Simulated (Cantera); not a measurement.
What does this Cantera script print?

```python
import numpy as np
import cantera as ct

gas_names = """
    H HO2 H2 H2O H2O2 O OH O2 O3 Si SiH SiH2 SiH3 SiH4 SiO SiO2 Si2 Si3
""".split()
cond_names = """
    H2O(s) H2O(L) Si(cr) Si(L) SiO2(Lqz) SiO2(hqz) SiO2(L)
""".split()


def load(file, names, dense=False):
    # The tables refer to 1 bar. Condensed volumes are neglected.
    table = {s.name: s for s in ct.Species.list_from_file(file)}
    out = []
    for n in names:
        d = dict(table[n].input_data)
        d["thermo"] = dict(d["thermo"], **{"reference-pressure": 1e5})
        if dense:
            d["equation-of-state"] = {"model": "constant-volume", "density": "1e6 g/cm^3"}
        out.append(ct.Species.from_dict(d))
    return out


gas = ct.Solution(thermo="ideal-gas", species=load("nasa_gas.yaml", gas_names))
cond = {s.name: ct.Solution(thermo="fixed-stoichiometry", species=[s], name=s.name)
        for s in load("nasa_condensed.yaml", cond_names, dense=True)}
atoms = {
    'SiH4': {'Si': 1, 'H': 4},
    'H2O': {'H': 2, 'O': 1},
    'H2': {'H': 2},
}
top_T = {}  # K; cautious upper limits of use, not melting points


def equilibrate(T, P, feed):
    n = {}
    for name, mol in feed.items():
        for a, k in atoms[name].items():
            n[a] = n.get(a, 0.0) + k * mol
    gas.TPX = T, P, n
    mass = sum(n.values()) * gas.mean_molecular_weight
    gas.equilibrate("TP")
    valid = [c for c in cond.values() if c.min_temp <= T <= top_T.get(c.name, c.max_temp)]
    mix = ct.Mixture([(gas, mass / gas.mean_molecular_weight)] + [(c, 0.0) for c in valid])
    mix.T, mix.P = T, P
    mix.equilibrate("TP", solver="vcs", rtol=1e-11, max_steps=5000)
    return mix


results = []
feed = {'SiH4': 1, 'H2O': 0.38, 'H2': 0.18}  # mol
P = 1333.22  # Pa
for T in [1298, 1398, 1498, 1598, 1698, 1798, 1898, 1998]:
    mix = equilibrate(T, P, feed)
    results.append((T, P, feed, dict(zip(mix.species_names, mix.species_moles))))
    x = sorted(zip(gas.X, gas.species_names), reverse=True)
    print(f"T = {T:g} K  P = {P:g} Pa  gas = {mix.phase_moles(0):.4g} mol")
    print("   x: " + "  ".join(f"{s} {v:.3e}" for v, s in x if v > 1e-05))
    print("   condensed (mol): " + ("  ".join(f"{mix.phase(i).name} {mix.phase_moles(i):.4g}"
          for i in range(1, mix.n_phases) if mix.phase_moles(i) > 1e-12) or "none"))
```

Result:

```
T = 1298 K  P = 1333.22 Pa  gas = 2.561 mol
   x: H2 9.994e-01  SiO 5.438e-04
   condensed (mol): Si(cr) 0.8093  SiO2(hqz) 0.1893
T = 1398 K  P = 1333.22 Pa  gas = 2.574 mol
   x: H2 9.947e-01  SiO 5.274e-03  H 4.087e-05
   condensed (mol): Si(cr) 0.8032  SiO2(hqz) 0.1832
T = 1498 K  P = 1333.22 Pa  gas = 2.66 mol
   x: H2 9.624e-01  SiO 3.747e-02  H 1.460e-04
   condensed (mol): Si(cr) 0.7602  SiO2(hqz) 0.1402
T = 1598 K  P = 1333.22 Pa  gas = 2.941 mol
   x: H2 8.703e-01  SiO 1.292e-01  H 4.301e-04
   condensed (mol): Si(cr) 0.62
T = 1698 K  P = 1333.22 Pa  gas = 2.942 mol
   x: H2 8.696e-01  SiO 1.292e-01  H 1.168e-03  Si 4.926e-05  SiH2 1.215e-05
   condensed (mol): Si(L) 0.6198
T = 1798 K  P = 1333.22 Pa  gas = 2.945 mol
   x: H2 8.678e-01  SiO 1.290e-01  H 2.841e-03  Si 2.314e-04  SiH 2.855e-05  SiH2 2.561e-05
   condensed (mol): Si(L) 0.6192
T = 1898 K  P = 1333.22 Pa  gas = 2.952 mol
   x: H2 8.639e-01  SiO 1.287e-01  H 6.292e-03  Si 9.214e-04  SiH 8.628e-05  SiH2 4.974e-05
   condensed (mol): Si(L) 0.6168
T = 1998 K  P = 1333.22 Pa  gas = 2.969 mol
   x: H2 8.556e-01  SiO 1.280e-01  H 1.285e-02  Si 3.190e-03  SiH 2.322e-04  SiH2 8.982e-05  Si2 3.291e-05
   condensed (mol): Si(L) 0.6093
```

Cantera equilibrium calculation (NASA polynomials, part measured and part estimated; ideal gas, pure solids and liquids). Mutual solubility and eutectic melting of coexisting phases are not modelled. The tables hold silica as quartz up to 1696 K and as liquid above; real silica turns to tridymite and cristobalite and melts near 1996 K. Gases not in the tables: Si2H6 and higher silanes.
